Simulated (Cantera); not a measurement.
A closed system holds: 1 mol Pb, 9.4 mol N2, equilibrated at 1000 Pa.

Method: chemical equilibrium by Gibbs-energy minimisation in Cantera with the NASA 1993 tables (ideal gas, pure condensed phases). Candidate condensed phases: Pb; 4 gas species. Equilibrium is a limit: real reactors are often held back by kinetics, nucleation or transport. All values below are at 975 K.

Base state: N2 0.999, Pb 0.000917 (mole fractions); condensed: Pb(l).

What changes in the equilibrium state with this change: Pb replaced by PbO?


```
species             before    after
----------------  --------  -------
N2                   0.999    1.000
PbO                      0  1.30e-5
Pb                0.000917  2.51e-6
Pb(l), mol           0.991        0
PbO(yellow), mol         0    1.000
```
Further candidate phases: PbO, PbO2, Pb3O4.
